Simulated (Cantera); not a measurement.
Charge: 1 mol Si, 0.016 mol N2O, 3.6 mol N2, equilibrated at 1.80 Torr.

These are equilibrium values from Cantera (NASA tables, ideal gas, pure condensed phases), not measurements of a reactor. Candidate condensed phases: Si, SiO2, Si2N2O, Si3N4; 16 gas species. The tables' values for SiN are old estimates; treat these amounts as uncertain. Equilibrium is a limit: real reactors are often held back by kinetics, nucleation or transport. All values below are at 1773 K.

Base state: N2 0.995, SiO 0.00440, Si 0.000888, Si2N 3.45e-5, SiN 2.08e-5 (mole fractions); condensed: Si(l).

**Question.** What changes in the equilibrium state with this change: 0.77 mol CH4 added?

**Answer.** 
```csv
species,before,after
N2,0.995,0.697
H2,0,0.295
H,0,0.00316
SiO,0.00440,0.00284
CO,0,0.000249
HCN,0,5.18e-5
SiH,0,2.92e-5
"Si(l), mol",0.980,0.212
"SiC(s), mol",0,0.768
```
Mutual solubility and eutectic melting of coexisting phases are not modelled. Further candidate phases: C, C6H6, C7H8, C8H18, H2O, SiC.
